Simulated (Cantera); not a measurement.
What does this Cantera script print?

```python
import numpy as np
import cantera as ct

gas_names = """
    H HNO HNO2 HNO3 HO2 H2 H2O H2O2 H2S H2SO4 Mg MgH MgN MgO MgOH MgO2H2 MgS Mg2 N NH NH2 NH3 NH2OH NO
    NO2 NO3 N2 N2H2 N2H4 N2O O OH O2 O3 S SH SN SO SO2 SO3 S2 S2O S8
""".split()
cond_names = """
    H2O(s) H2O(L) H2SO4(L) Mg(cr) Mg(L) MgO(s) MgO(L) MgO2H2(s) MgS(s) MgSO4(s) MgSO4(L) S(cr1) S(cr2)
    S(L)
""".split()


# ... load() reads the species with a 1 bar reference pressure and builds the phases ...
atoms = {
    'MgO': {'Mg': 1, 'O': 1},
    'H2S': {'H': 2, 'S': 1},
    'N2': {'N': 2},
}
top_T = {'MgS(s)': 2250}  # K; cautious upper limits of use, not melting points


# ... equilibrate(T, P, feed) seeds the gas with the atoms and calls Mixture.equilibrate('TP', solver="vcs", rtol=1e-11, max_steps=5000) ...
results = []
feed = {'MgO': 1, 'H2S': 0.21, 'N2': 36}  # mol
P = 1000  # Pa
for T in [1148, 1248, 1348, 1448, 1548, 1648, 1748, 1848]:
    mix = equilibrate(T, P, feed)
    results.append((T, P, feed, dict(zip(mix.species_names, mix.species_moles))))

top = {s: max(r[3][s] / sum(r[3][g] for g in gas_names) for r in results) for s in gas_names}
cols = sorted((s for s in top if top[s] > 0.0001), key=lambda s: -top[s])[:7]
seen = [c for c in cond_names if any(r[3].get(c, 0) > 1e-12 for r in results)]
print("log10 of partial pressures in bar; condensed amounts in mol")
print(f"{'T/K':>10s}" + "".join(f"{s[:9]:>10s}" for s in cols + seen))
for T, P, feed, n in results:
    ng = sum(n[g] for g in gas_names)
    print(f"{T:10.4g}" + "".join(f"{np.log10(max(n[s] / ng * P / 1e5, 1e-99)):10.3f}" for s in cols)
          + "".join(f"{n.get(c, 0):10.4g}" for c in seen))
```

It prints:

```
log10 of partial pressures in bar; condensed amounts in mol
       T/K        N2        H2        S2        Mg       H2S       H2O         S    MgO(s)    MgS(s)
      1148    -2.004    -4.309    -4.611   -12.273    -5.088    -6.241    -9.010    0.9979  0.002086
      1248    -2.004    -4.275    -4.577   -10.297    -5.367    -6.398    -8.204    0.9985  0.001455
      1348    -2.004    -4.260    -4.562    -8.611    -5.625    -6.553    -7.523     0.999  0.001015
      1448    -2.004    -4.252    -4.555    -7.159    -5.856    -6.698    -6.940    0.9993 0.0004867
      1548    -2.004    -4.251    -4.554    -6.354    -6.066    -6.373    -6.433    0.9984         0
      1648    -2.004    -4.258    -4.561    -5.841    -6.262    -5.905    -5.992    0.9947         0
      1748    -2.004    -4.276    -4.582    -5.367    -6.455    -5.526    -5.608    0.9842         0
      1848    -2.005    -4.310    -4.645    -4.915    -6.666    -5.237    -5.287    0.9553         0
```

Method: chemical equilibrium by Gibbs-energy minimisation in Cantera with the NASA 1993 tables (ideal gas, pure condensed phases). Mutual solubility and eutectic melting of coexisting phases are not modelled. Gases not in the tables: S3 to S7.
